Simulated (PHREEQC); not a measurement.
# Polishing slurry liquid: speciation

Consider water at 25 °C with 0.0014 mol/kgw K2CO3, 3.8e-05 mol/kgw Fe(NO3)3 and 0.0012 mol/kgw CO2. Closed to the air; pH follows from the charge balance.

The numbers come from PHREEQC with the ion-association model, wateq4f.dat.

No solid was allowed to form.

Question: Predict the pH, ionic strength.

Answer: pH 8.74; ionic strength 0.00288 mol/kgw.

Question: In which forms is Fe present?

Answer: Fe(OH)3 65 %, Fe(OH)4- 34 %, Fe(OH)2+ 1.0 % of the Fe.

Examples of supersaturated solids here: Fe(OH)3(a), Hematite (slow to form). Others may be too. Species that the database lacks are ignored.
